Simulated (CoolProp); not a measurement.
Vapour-liquid equilibrium of R125 (1) + R143a (2) at -21.65 °C; x and y are mole fractions of (1).

Values from CoolProp's multi-fluid Helmholtz-energy mixture model, Lemmon 2005 and Lemmon and Jacobsen 2000; pair parameters Lemmon 2004.

```
x     bubble pressure, mixture model (kPa)  bubble pressure, Raoult's law (kPa)  y, mixture model  y, Raoult's law
----  ------------------------------------  -----------------------------------  ----------------  ---------------
0.05                                 295.9                                297.7             0.048            0.053
0.2                                  294.6                                300.8             0.198            0.211
0.35                                 295.0                                303.8             0.355            0.365
0.5                                  297.1                                306.9             0.514            0.517
0.65                                 301.1                                309.9             0.671            0.665
0.8                                  306.8                                312.9             0.820            0.810
0.95                                 314.2                                316.0             0.957            0.953
```

The largest gap from Raoult's law is -3.2 % in bubble pressure, at x = 0.5. y crosses x between x = 0.2 and 0.35: the model has an azeotrope there.

The pair parameters rest on a limited set of measurements; away from them the model extrapolates.
